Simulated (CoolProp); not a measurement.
Computed with CoolProp (reference Helmholtz-energy equation of state, Gao 2020).

### Question
Give the vapour pressure (bar), liquid density (kg/m³), vapour Z, liquid viscosity (µPa s) of saturated ammonia at 260.5, 263.4 K.

### Answer
```json
[
 {"T (K)": "260.5", "p (bar)": "2.61", "liquid density (kg/m³)": "655", "vapour Z": "0.950", "liquid viscosity (µPa s)": "196"},
 {"T (K)": "263.4", "p (bar)": "2.94", "liquid density (kg/m³)": "652", "vapour Z": "0.946", "liquid viscosity (µPa s)": "190"}
]
```

Viscosity comes from a separate model (Fenghour 1995).
